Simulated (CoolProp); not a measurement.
Vapour pressure (MPa) of n-pentane: the reference equation beside estimates from Tc = 196.5 °C, pc = 3.368 MPa, ω = 0.251. Clausius-Clapeyron is anchored at -33.55 °C with a constant enthalpy of vaporisation of 29.45 kJ/mol.

Computed with CoolProp (reference Helmholtz-energy equation of state, Thol 2019).

```csv
T (°C),reference,Lee-Kesler,Clausius-Clapeyron
-49.85,0.001372,0.001280,0.001397
-41.75,0.002421,0.002270,0.002435
-33.55,0.004111,0.003878,0.004111
-25.45,0.006662,0.006324,0.006667
-17.35,0.01042,0.009953,0.01049
-9.15,0.01585,0.01525,0.01612
-1.05,0.02331,0.02256,0.02404
7.15,0.03354,0.03267,0.03518
15.25,0.04692,0.04597,0.05017
```

Absolute difference from the reference over all 9 rows, mean and median: Lee-Kesler 4.4 and 4.5 %, Clausius-Clapeyron 2.2 and 1.7 %.
